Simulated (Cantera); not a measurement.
An isothermal, constant-pressure homogeneous reactor starts with CH₄ : N₂ = 1 : 34 (molar parts), at 1750 K and 15000 Pa.

Model: GRI-Mech 3.0 (53 species, 325 reactions), integrated in Cantera. GRI-Mech 3.0 stops at C3 and has no aromatics, soot or wall deposition, so with more carbon than oxygen in the feed, carbon stays in small species such as C2H2 where larger ones or solid carbon would form.

Question: Predict: x(CH₄) at 8.00 s; x(H) at 8.00 s; x(H₂) at 8.00 s; x(C₂H) at 8.00 s; x(C₂H₂) at 8.00 s; x(HCN) at 8.00 s.

Answer: 
| Quantity | Result |
|---|---|
| x(CH₄) at 8.00 s | 2.16e-5 (gas-phase equilibrium 4.53e-6) |
| x(H) at 8.00 s | 0.000123 (gas-phase equilibrium 0.000123) |
| x(H₂) at 8.00 s | 0.0416 (gas-phase equilibrium 0.0416) |
| x(C₂H) at 8.00 s | 2.89e-7 (gas-phase equilibrium 3.69e-8) |
| x(C₂H₂) at 8.00 s | 0.0139 (gas-phase equilibrium 0.00177) |
| x(HCN) at 8.00 s | 2.45e-5 (gas-phase equilibrium 0.0242) |
